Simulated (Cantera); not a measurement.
Cantera run:

```python
import numpy as np
import cantera as ct

gas_names = """
    H HNO HNO2 HNO3 HO2 H2 H2O H2O2 N NH NH2 NH3 NH2OH NO NO2 NO3 N2 N2H2 N2H4 N2O O OH O2 O3 Si SiH
    SiH2 SiH3 SiH4 SiN SiO SiO2 Si2 Si2N Si3
""".split()
cond_names = """
    H2O(s) H2O(L) Si(cr) Si(L) SiO2(Lqz) SiO2(hqz) SiO2(L) Si2N2O(s) Si3N4(a)
""".split()


def load(file, names, dense=False):
    # The tables refer to 1 bar. Condensed volumes are neglected.
    table = {s.name: s for s in ct.Species.list_from_file(file)}
    out = []
    for n in names:
        d = dict(table[n].input_data)
        d["thermo"] = dict(d["thermo"], **{"reference-pressure": 1e5})
        if dense:
            d["equation-of-state"] = {"model": "constant-volume", "density": "1e6 g/cm^3"}
        out.append(ct.Species.from_dict(d))
    return out


gas = ct.Solution(thermo="ideal-gas", species=load("nasa_gas.yaml", gas_names))
cond = {s.name: ct.Solution(thermo="fixed-stoichiometry", species=[s], name=s.name)
        for s in load("nasa_condensed.yaml", cond_names, dense=True)}
atoms = {
    'Si3N4': {'Si': 3, 'N': 4},
    'H2O': {'H': 2, 'O': 1},
    'N2': {'N': 2},
}
top_T = {'Si2N2O(s)': 2100, 'Si3N4(a)': 2400}  # K; cautious upper limits of use, not melting points


def equilibrate(T, P, feed):
    n = {}
    for name, mol in feed.items():
        for a, k in atoms[name].items():
            n[a] = n.get(a, 0.0) + k * mol
    gas.TPX = T, P, n
    mass = sum(n.values()) * gas.mean_molecular_weight
    gas.equilibrate("TP")
    valid = [c for c in cond.values() if c.min_temp <= T <= top_T.get(c.name, c.max_temp)]
    mix = ct.Mixture([(gas, mass / gas.mean_molecular_weight)] + [(c, 0.0) for c in valid])
    mix.T, mix.P = T, P
    mix.equilibrate("TP", solver="vcs", rtol=1e-11, max_steps=5000)
    return mix


results = []
feed = {'Si3N4': 1, 'H2O': 0.0065, 'N2': 2}  # mol
P = 220000  # Pa
for T in [1498, 1598, 1698, 1798, 1898, 1998, 2098]:
    mix = equilibrate(T, P, feed)
    results.append((T, P, feed, dict(zip(mix.species_names, mix.species_moles))))

top = {s: max(r[3][s] / sum(r[3][g] for g in gas_names) for r in results) for s in gas_names}
cols = sorted((s for s in top if top[s] > 1e-05), key=lambda s: -top[s])[:5]
seen = [c for c in cond_names if any(r[3].get(c, 0) > 1e-12 for r in results)]
print("log10 of partial pressures in bar; condensed amounts in mol")
print(f"{'T/K':>10s}" + "".join(f"{s[:9]:>10s}" for s in cols + seen))
for T, P, feed, n in results:
    ng = sum(n[g] for g in gas_names)
    print(f"{T:10.4g}" + "".join(f"{np.log10(max(n[s] / ng * P / 1e5, 1e-99)):10.3f}" for s in cols)
          + "".join(f"{n.get(c, 0):10.4g}" for c in seen))
```

Output:

```
log10 of partial pressures in bar; condensed amounts in mol
       T/K        N2        H2       SiO         H        Si Si2N2O(s)  Si3N4(a)
      1498     0.341    -2.148    -7.645    -5.839   -11.120    0.0065    0.9957
      1598     0.341    -2.148    -6.387    -5.348    -9.616    0.0065    0.9957
      1698     0.341    -2.148    -5.281    -4.914    -8.292  0.006495    0.9957
      1798     0.341    -2.148    -4.301    -4.528    -7.118  0.006454    0.9957
      1898     0.341    -2.150    -3.428    -4.182    -6.070  0.006159    0.9958
      1998     0.341    -2.152    -2.646    -3.871    -5.129  0.004433    0.9964
      2098     0.340    -2.158    -2.149    -3.591    -4.279         0    0.9978
```

These are equilibrium values from Cantera (NASA tables, ideal gas, pure condensed phases), not measurements of a reactor. Mutual solubility and eutectic melting of coexisting phases are not modelled.
